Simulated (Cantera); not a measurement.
A perfectly stirred reactor is fed with 38.7 % H₂, 12.9 % O₂, 48.4 % N₂, equivalence ratio 1.5, at 1.90 bar; it is adiabatic with a 700 K inlet, and is followed from long to short residence time, starting on the burning branch (τ in s: 0.28, 0.098, 0.034, 0.012, 0.004, 0.0014, 0.00048, 0.00017, 5.7e-05, 2e-05, 6.8e-06).

Detailed kinetics in Cantera: GRI-Mech 3.0 (53 species, 325 reactions).

Task: Predict: blow-out, bracketed by the residence times tried; x(H₂) at τ = 0.280 s; x(O₂) at τ = 0.280 s; x(O) at τ = 0.280 s; x(HO₂) at τ = 0.280 s; x(NO) at τ = 0.280 s; x(H₂) at τ = 1.40 ms; x(O₂) at τ = 1.40 ms; x(O) at τ = 1.40 ms; x(HO₂) at τ = 1.40 ms; x(NO) at τ = 1.40 ms.

Result: 
```json
{
 "blow_out_bracketed_by_the_residence_times_tried": "burning at 6.80 µs, the shortest tried",
 "x(H₂) at τ = 0.280 s": "0.146",
 "x(O₂) at τ = 0.280 s": "9.73e-5",
 "x(O) at τ = 0.280 s": "0.000118",
 "x(HO₂) at τ = 0.280 s": "9.63e-8",
 "x(NO) at τ = 0.280 s": "0.000423",
 "x(H₂) at τ = 1.40 ms": "0.143",
 "x(O₂) at τ = 1.40 ms": "0.000568",
 "x(O) at τ = 1.40 ms": "0.000502",
 "x(HO₂) at τ = 1.40 ms": "5.71e-7",
 "x(NO) at τ = 1.40 ms": "0.000200"
}
```
